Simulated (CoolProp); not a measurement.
Computed with CoolProp (reference Helmholtz-energy equation of state, Lemmon 2006). It is a short technical equation, of lower accuracy than the large ones.

Q: For C3F8 (R218), give the phase and the density (kg/m³), cp (kJ/(kg K)), viscosity (µPa s), fugacity coefficient at 271.3 K and 12.8 MPa; 347.8 K and 12.8 MPa.

A: 
- 271.3 K and 12.8 MPa: liquid; density 1550, cp 1.01, viscosity 340, fugacity coefficient 0.0536
- 347.8 K and 12.8 MPa: supercritical; density 1250, cp 1.14, viscosity 144, fugacity coefficient 0.254

Viscosity comes from a separate model (Huber 2003), an estimate that may be off by 10 % or more.
